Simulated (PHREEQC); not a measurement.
A PHREEQC speciation (ion-association model, phreeqc.dat) at 25 °C gives pH 5.16 and these molalities:

| species | mol/kgw |
|---|---|
| Cl- | 0.00735 |
| Pb+2 | 0.00335 |
| PbCl+ | 0.000639 |
| H+ | 7.62e-6 |
| PbOH+ | 6.83e-6 |
| PbCl2 | 5.99e-6 |
| Pb2OH+3 | 7.83e-7 |

Question: What are the element totals, and what could have been dissolved in 1 kg of water to give them?

Answer: Several could match; the one computed here: totals Cl 0.00800, Pb 0.00400 mol/kgw, from 4 mmol/kgw PbCl2.

This is a speciation only: nothing precipitates in the calculation.
